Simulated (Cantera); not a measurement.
A Cantera script and what it prints.

```python
import numpy as np
import cantera as ct

gas_names = """
    B BF BF2 BF3 BH BHF2 BH2 BH3 BO BOF BOF2 BO2 B2 B2O B2O2 B2O3 B3O3F3 B3O3H3 F FO FO2 F2 F2O H HBO
    HBO2 HF HOF HO2 H2 H2F2 H2O H2O2 H3B3O6 H3F3 H4F4 H5F5 H6F6 H7F7 O OH O2 O3
""".split()
cond_names = """
    B(b) B(L) B2O3(L) B3O3H3(cr) H2O(s) H2O(L)
""".split()


# ... load() reads the species with a 1 bar reference pressure and builds the phases ...
atoms = {
    'B2O3': {'B': 2, 'O': 3},
    'HF': {'H': 1, 'F': 1},
    'O2': {'O': 2},
}
top_T = {}  # K; cautious upper limits of use, not melting points


# ... equilibrate(T, P, feed) seeds the gas with the atoms and calls Mixture.equilibrate('TP', solver="vcs", rtol=1e-11, max_steps=5000) ...
results = []
feed = {'B2O3': 1, 'HF': 16, 'O2': 4.1}  # mol
P = 7800  # Pa
for T in [1250, 1325, 1400, 1475, 1550, 1625, 1700, 1775]:
    mix = equilibrate(T, P, feed)
    results.append((T, P, feed, dict(zip(mix.species_names, mix.species_moles))))

top = {s: max(r[3][s] / sum(r[3][g] for g in gas_names) for r in results) for s in gas_names}
cols = sorted((s for s in top if top[s] > 0.001), key=lambda s: -top[s])[:7]
seen = [c for c in cond_names if any(r[3].get(c, 0) > 1e-12 for r in results)]
print("log10 of partial pressures in bar; condensed amounts in mol")
print(f"{'T/K':>10s}" + "".join(f"{s[:9]:>10s}" for s in cols + seen))
for T, P, feed, n in results:
    ng = sum(n[g] for g in gas_names)
    print(f"{T:10.4g}" + "".join(f"{np.log10(max(n[s] / ng * P / 1e5, 1e-99)):10.3f}" for s in cols)
          + "".join(f"{n.get(c, 0):10.4g}" for c in seen))
```

Result:

```
log10 of partial pressures in bar; condensed amounts in mol
       T/K        HF        O2       H2O       BF3       BOF      HBO2
      1250    -1.386    -1.777    -1.920    -2.098    -3.831    -4.894
      1325    -1.380    -1.779    -1.936    -2.121    -3.328    -4.392
      1400    -1.368    -1.783    -1.971    -2.170    -2.941    -4.032
      1475    -1.352    -1.789    -2.026    -2.252    -2.668    -3.814
      1550    -1.336    -1.796    -2.096    -2.365    -2.485    -3.702
      1625    -1.321    -1.803    -2.171    -2.504    -2.364    -3.658
      1700    -1.309    -1.808    -2.241    -2.661    -2.286    -3.649
      1775    -1.301    -1.812    -2.303    -2.834    -2.234    -3.657
```

Method: chemical equilibrium by Gibbs-energy minimisation in Cantera with the NASA 1993 tables (ideal gas, pure condensed phases). Gases not in the tables: H3BO3.
